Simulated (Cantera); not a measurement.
# Equilibrium for carbothermic reduction: Cu₂O + C + CO

A closed system holds: 1 mol Cu₂O, 3.7 mol C, 0.37 mol CO, held at 71.0 mbar.

Cantera equilibrium calculation (NASA polynomials, part measured and part estimated; ideal gas, pure solids and liquids). Candidate condensed phases: C, Cu, CuO, Cu₂O; 15 gas species. Rates play no part.

From 1252 °C to 1952 °C the condensed part is C(graphite) + Cu(l). From 2052 °C to 2152 °C the condensed part is C(graphite). The main Cu-bearing gas is Cu throughout.

```
T (°C)  log p CO  log p Cu  log p Cu₂  log p CO₂  n C(graphite)  n Cu(l)
------  --------  --------  ---------  ---------  -------------  -------
1252       -1.15     -4.91      -8.24      -5.57           2.70     2.00
1352       -1.15     -4.24      -7.33      -5.92           2.70     2.00
1452       -1.15     -3.66      -6.52      -6.22           2.70     2.00
1552       -1.15     -3.14      -5.81      -6.50           2.70     1.99
1652       -1.16     -2.68      -5.18      -6.75           2.70     1.96
1752       -1.18     -2.27      -4.61      -7.01           2.70     1.89
1852       -1.24     -1.89      -4.10      -7.31           2.70     1.69
1952       -1.37     -1.55      -3.64      -7.75           2.70     1.09
2052       -1.54     -1.38      -3.50      -8.24           2.70        0
2152       -1.54     -1.38      -3.68      -8.38           2.70        0
```
log p: log10 of the partial pressure in bar; n: condensed amount in mol.
